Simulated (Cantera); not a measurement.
What does this Cantera script print?

```python
import numpy as np
import cantera as ct

gas_names = """
    H H2 N NH NH2 NH3 N2 N2H2 N2H4 Si SiH SiH2 SiH3 SiH4 SiN Si2 Si2N Si3
""".split()
cond_names = """
    Si(cr) Si(L) Si3N4(a)
""".split()


def load(file, names, dense=False):
    # The tables refer to 1 bar. Condensed volumes are neglected.
    table = {s.name: s for s in ct.Species.list_from_file(file)}
    out = []
    for n in names:
        d = dict(table[n].input_data)
        d["thermo"] = dict(d["thermo"], **{"reference-pressure": 1e5})
        if dense:
            d["equation-of-state"] = {"model": "constant-volume", "density": "1e6 g/cm^3"}
        out.append(ct.Species.from_dict(d))
    return out


gas = ct.Solution(thermo="ideal-gas", species=load("nasa_gas.yaml", gas_names))
cond = {s.name: ct.Solution(thermo="fixed-stoichiometry", species=[s], name=s.name)
        for s in load("nasa_condensed.yaml", cond_names, dense=True)}
atoms = {
    'Si3N4': {'Si': 3, 'N': 4},
    'Si': {'Si': 1},
    'H2': {'H': 2},
}
top_T = {'Si3N4(a)': 2400}  # K; cautious upper limits of use, not melting points


def equilibrate(T, P, feed):
    n = {}
    for name, mol in feed.items():
        for a, k in atoms[name].items():
            n[a] = n.get(a, 0.0) + k * mol
    gas.TPX = T, P, n
    mass = sum(n.values()) * gas.mean_molecular_weight
    gas.equilibrate("TP")
    valid = [c for c in cond.values() if c.min_temp <= T <= top_T.get(c.name, c.max_temp)]
    mix = ct.Mixture([(gas, mass / gas.mean_molecular_weight)] + [(c, 0.0) for c in valid])
    mix.T, mix.P = T, P
    mix.equilibrate("TP", solver="vcs", rtol=1e-11, max_steps=5000)
    return mix


results = []
feed = {'Si3N4': 1, 'Si': 0.072, 'H2': 0.041}  # mol
P = 101325  # Pa
for T in [1650, 1750, 1850, 1950, 2050, 2150, 2250, 2350, 2450, 2550, 2650, 2750, 2850]:
    mix = equilibrate(T, P, feed)
    results.append((T, P, feed, dict(zip(mix.species_names, mix.species_moles))))

top = {s: max(r[3][s] / sum(r[3][g] for g in gas_names) for r in results) for s in gas_names}
cols = sorted((s for s in top if top[s] > 1e-05), key=lambda s: -top[s])[:5]
seen = [c for c in cond_names if any(r[3].get(c, 0) > 1e-12 for r in results)]
print("log10 of partial pressures in bar; condensed amounts in mol")
print(f"{'T/K':>10s}" + "".join(f"{s[:9]:>10s}" for s in cols + seen))
for T, P, feed, n in results:
    ng = sum(n[g] for g in gas_names)
    print(f"{T:10.4g}" + "".join(f"{np.log10(max(n[s] / ng * P / 1e5, 1e-99)):10.3f}" for s in cols)
          + "".join(f"{n.get(c, 0):10.4g}" for c in seen))
```

It prints:

```
log10 of partial pressures in bar; condensed amounts in mol
       T/K        H2        N2        Si         H       SiN    Si(cr)     Si(L)  Si3N4(a)
      1650     0.005    -3.161    -6.572    -4.039    -8.296   0.07204         0         1
      1750     0.004    -2.420    -5.824    -3.631    -7.321         0   0.07223    0.9999
      1850    -0.003    -1.711    -5.191    -3.270    -6.462         0    0.0732    0.9996
      1950    -0.032    -1.077    -4.623    -2.957    -5.693         0   0.07755    0.9981
      2050    -0.155    -0.506    -4.112    -2.722    -5.000         0   0.09934    0.9909
      2150    -1.698    -0.003    -3.649    -3.224    -4.379         0     3.071         0
      2250    -1.704    -0.004    -3.227    -2.981    -4.044         0      3.07         0
      2350    -1.712    -0.004    -2.842    -2.760    -3.737         0     3.068         0
      2450    -1.726    -0.005    -2.489    -2.560    -3.456         0     3.063         0
      2550    -1.746    -0.008    -2.164    -2.379    -3.197         0     3.053         0
      2650    -1.776    -0.011    -1.864    -2.217    -2.959         0     3.035         0
      2750    -1.820    -0.018    -1.586    -2.075    -2.741         0     3.002         0
      2850    -1.882    -0.030    -1.328    -1.953    -2.540         0     2.944         0
```

Method: chemical equilibrium by Gibbs-energy minimisation in Cantera with the NASA 1993 tables (ideal gas, pure condensed phases). Mutual solubility and eutectic melting of coexisting phases are not modelled. The tables' values for SiN are old estimates; treat these amounts as uncertain. Gases not in the tables: Si2H6 and higher silanes.
